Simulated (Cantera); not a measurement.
A Cantera script and its output.

```python
import numpy as np
import cantera as ct

gas = ct.Solution("gri30.yaml")


def delay(T, t_max=10):
    gas.TPX = T, 1000000, {'CH4': 1, 'C2H6': 0.22, 'C3H8': 0.12, 'O2': 4.81, 'N2': 31.3}
    reactor = ct.IdealGasConstPressureReactor(gas, clone=False)
    net = ct.ReactorNet([reactor])
    net.rtol, net.atol = 1e-8, 1e-16
    while net.time < t_max:
        t_old, T_old = net.time, reactor.T
        net.step()
        if reactor.T > T + 400:  # ignition: a rise of 400 K
            return t_old + (T + 400 - T_old) / (reactor.T - T_old) * (net.time - t_old)
    return np.nan


taus = []
for T in [1250, 1325, 1400, 1475, 1550, 1625, 1700, 1775]:
    taus.append(delay(T))
    print(f"T0 = {T:6g} K   tau = {taus[-1]:.4e} s")
```

Result:

```
T0 =   1250 K   tau = 4.5672e-04 s
T0 =   1325 K   tau = 1.9175e-04 s
T0 =   1400 K   tau = 8.9941e-05 s
T0 =   1475 K   tau = 4.5818e-05 s
T0 =   1550 K   tau = 2.5009e-05 s
T0 =   1625 K   tau = 1.4560e-05 s
T0 =   1700 K   tau = 9.0188e-06 s
T0 =   1775 K   tau = 5.9243e-06 s
```

Model: GRI-Mech 3.0 (53 species, 325 reactions), integrated in Cantera.
